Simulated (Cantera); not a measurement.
A closed system holds: 1 mol PbCl2, 0.76 mol HCl, 19 mol H2, equilibrated at 10.0 mbar.

These are equilibrium values from Cantera (NASA tables, ideal gas, pure condensed phases), not measurements of a reactor. Candidate condensed phases: Pb, PbCl2; 10 gas species. The tables' values for PbCl4 are old estimates; treat these amounts as uncertain. Equilibrium is a limit: real reactors are often held back by kinetics, nucleation or transport.

x: gas mole fraction; n: condensed amount in mol.

```
T (K)   x H2  x HCl     x Pb   x PbCl   x PbCl2       x H  n Pb(l)
-----  -----  -----  -------  -------  --------  --------  -------
1023   0.873  0.106  0.00267   0.0114   0.00704   3.87e-8    0.559
1123   0.860    [?]      [?]      [?]       [?]       [?]        0
1223   0.849  0.105   0.0247   0.0197   0.00203   2.77e-6        0
1323   0.842  0.112   0.0314   0.0141  0.000788   1.45e-5        0
1423   0.837  0.117   0.0361  0.00978  0.000316   6.08e-5        0
1523   0.833  0.120   0.0392  0.00675  0.000135  0.000211        0
1623   0.831  0.122   0.0413      [?]       [?]       [?]        0
1723   0.829  0.123   0.0426  0.00339   2.99e-5   0.00166        0
1823   0.826  0.124   0.0434  0.00248   1.55e-5   0.00394        0
```

Question: Complete the blanks.

Answer: 
- 1623, x PbCl: 0.00473
- 1623, x PbCl2: 6.13e-5
- 1623, x H: 0.000630
- 1123, x HCl: 0.0936
- 1123, x Pb: 0.0165
- 1123, x PbCl: 0.0251
- 1123, x PbCl2: 0.00519
- 1123, x H: 3.95e-7
